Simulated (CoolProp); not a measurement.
Values from CoolProp's reference Helmholtz-energy equation of state, Tillner-Roth 1997.

Question: For CH2F2 (R32), give the phase and the cv (kJ/(kg K)), speed of sound (m/s), viscosity (µPa s) at 67.95 °C and 0.0887 MPa; 96.05 °C and 0.0887 MPa; 114.75 °C and 0.0887 MPa.

Answer: 
- 67.95 °C and 0.0887 MPa: gas; cv 0.736, speed of sound 257, viscosity 15.3
- 96.05 °C and 0.0887 MPa: gas; cv 0.780, speed of sound 266, viscosity 16.5
- 114.75 °C and 0.0887 MPa: gas; cv 0.810, speed of sound 272, viscosity 17.3

Viscosity comes from a separate model (Bell 2016), an estimate that may be off by 10 % or more.
